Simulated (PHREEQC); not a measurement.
# Alkaline etch or developer: speciation

Solution (85 °C): 0.029 mol NH3, 0.00028 mol H4SiO4 and 0.13 mol K3PO4 per kg of water. Closed to the air; pH follows from the charge balance.

Model: ion-association model, wateq4f.dat, run in PHREEQC.

Precipitation was switched off in this run.

Q: Predict the pH, ionic strength.

A: pH 11.05; ionic strength 0.650 mol/kgw.

Q: In which forms is K present?

A: K+ 98 %, KHPO4- 1.5 % of the K.

H3PO4, which wateq4f.dat lacks, is added to it with the constant of phreeqc.dat. Constants without temperature data keep their 25 °C values here.
